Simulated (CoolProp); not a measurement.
p-xylene at several states: density (kg/m³) from the reference equation and from simpler models built on Tc = 343.0 °C, pc = 3.532 MPa, ω = 0.324; each cubic takes its own stable root.

The numbers come from the reference Helmholtz-energy equation of state, Zhou 2012 in CoolProp.

```csv
T (°C),p (MPa),phase,reference,van der Waals,Redlich-Kwong,Soave-Redlich-Kwong
160.15,0.316,liquid,731.1,9.952,10.21,636.0
87.45,0.0383,liquid,801.4,1.371,1.379,698.0
234.05,0.238,gas,6.312,6.194,6.248,6.274
247.05,17.9,liquid,683.3,439.0,593.7,608.1
83.35,0.0254,liquid,805.1,0.9167,0.9200,700.9
232.95,11.6,liquid,681.6,426.3,581.1,600.4
```

At some of these states van der Waals, Redlich-Kwong gives the other phase, because its saturation line lies elsewhere.
